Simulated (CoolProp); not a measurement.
Computed with CoolProp (reference Helmholtz-energy equation of state, Gao 2016).

Question: For sulfur dioxide, give the phase and the density (kg/m³), cp (kJ/(kg K)) at 185.55 °C and 2.53 MPa.

Answer: 
- 185.55 °C and 2.53 MPa: gas; density 46.9, cp 0.825
